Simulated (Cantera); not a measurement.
Feed: 1 mol Si2Cl6, 56 mol N2, at 2000 K and 4.90 mbar.

Cantera equilibrium calculation (NASA polynomials, part measured and part estimated; ideal gas, pure solids and liquids). The feed counts by its element totals alone. The tables' values for SiCl3, SiCl are old estimates; treat these amounts as uncertain. Rates play no part.

| species | before | after |
|---|---|---|
| N2 | 0.934 | 0.974 |
| SiCl4 | 3.38e-5 | 0.0261 |
| SiCl3 | 0.000973 | 0.000136 |
| Cl | 0.0325 | 8.91e-8 |
| SiCl2 | 0.0322 | 1.30e-5 |
| SiCl | 0.000132 | <1e-9 |
| Si | 3.38e-5 | <1e-9 |
| Si3N4(s), mol | 0 | 0.166 |
Gas species are given as mole fractions.

### Question
What was changed between the two runs?
A. temperature from 2000 K to 1275 K
B. pressure from 4.90 mbar to 0.100 bar
C. temperature from 2000 K to 1448.15 K
D. temperature from 2000 K to 1048.15 K

### Answer
D, temperature from 2000 K to 1048.15 K. N2 is the only nitrogen source here; it is nearly inert below about 1500 K, so the nitride shown seldom forms there in practice. The tables' values for SiCl3 are old estimates; treat these amounts as uncertain
